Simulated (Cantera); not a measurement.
**B + NH₃ + H₂ (boron, boron nitride and boron oxide)**

Input: 1 mol B, 0.85 mol NH₃, 0.11 mol H₂, held at 0.300 Torr.

These are equilibrium values from Cantera (NASA tables, ideal gas, pure condensed phases), not measurements of a reactor. Candidate condensed phases: B, BN; 15 gas species. Mutual solubility and eutectic melting of coexisting phases are not modelled. The tables' values for BH₂ are old estimates; treat these amounts as uncertain. Equilibrium is a limit: real reactors are often held back by kinetics, nucleation or transport.

From 1300 K to 1750 K the condensed part is B(s) + BN(s).

```json
[
 {"T (K)": "1300", "log p H₂": "-3.40", "log p H": "-7.66", "log p N₂": "-10.94", "log p BH₂": "-9.44", "log p B": "-14.70", "n B(s)": "0.150", "n BN(s)": "0.850"},
 {"T (K)": "1350", "log p H₂": "-3.40", "log p H": "-7.32", "log p N₂": "-10.20", "log p BH₂": "-9.15", "log p B": "-13.87", "n B(s)": "0.150", "n BN(s)": "0.850"},
 {"T (K)": "1400", "log p H₂": "-3.40", "log p H": "-7.01", "log p N₂": "-9.51", "log p BH₂": "-8.89", "log p B": "-13.10", "n B(s)": "0.150", "n BN(s)": "0.850"},
 {"T (K)": "1450", "log p H₂": "-3.40", "log p H": "-6.72", "log p N₂": "-8.86", "log p BH₂": "-8.64", "log p B": "-12.38", "n B(s)": "0.150", "n BN(s)": "0.850"},
 {"T (K)": "1500", "log p H₂": "-3.40", "log p H": "-6.45", "log p N₂": "-8.26", "log p BH₂": "-8.40", "log p B": "-11.71", "n B(s)": "0.150", "n BN(s)": "0.850"},
 {"T (K)": "1550", "log p H₂": "-3.40", "log p H": "-6.20", "log p N₂": "-7.70", "log p BH₂": "-8.19", "log p B": "-11.09", "n B(s)": "0.150", "n BN(s)": "0.850"},
 {"T (K)": "1600", "log p H₂": "-3.40", "log p H": "-5.96", "log p N₂": "-7.18", "log p BH₂": "-7.98", "log p B": "-10.50", "n B(s)": "0.150", "n BN(s)": "0.850"},
 {"T (K)": "1650", "log p H₂": "-3.40", "log p H": "-5.74", "log p N₂": "-6.68", "log p BH₂": "-7.79", "log p B": "-9.95", "n B(s)": "0.151", "n BN(s)": "0.849"},
 {"T (K)": "1700", "log p H₂": "-3.40", "log p H": "-5.53", "log p N₂": "-6.22", "log p BH₂": "-7.62", "log p B": "-9.43", "n B(s)": "0.154", "n BN(s)": "0.846"},
 {"T (K)": "1750", "log p H₂": "-3.40", "log p H": "-5.34", "log p N₂": "-5.78", "log p BH₂": "-7.45", "log p B": "-8.94", "n B(s)": "0.161", "n BN(s)": "0.838"}
]
```
log p: log10 of the partial pressure in bar; n: condensed amount in mol.
